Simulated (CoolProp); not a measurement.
Vapour-liquid equilibrium of CH2F2 (R32) (1) + R227EA (2) at 198.9 K; x and y are mole fractions of (1).

Model: multi-fluid Helmholtz-energy mixture model, Tillner-Roth 1997 and Lemmon 2016; pair parameters Bell 2016, in CoolProp.

Q: Give the bubble pressure and the first vapour's composition at x = 0.35, 0.85, 0.95. Is there an azeotrope?

A: x = 0.35: 15.94 kPa, y = 0.857; x = 0.85: 24.95 kPa, y = 0.963; x = 0.95: 26.60 kPa, y = 0.985. No azeotrope shows between x = 0.05 and 0.95.

The pair parameters rest on a limited set of measurements; away from them the model extrapolates.
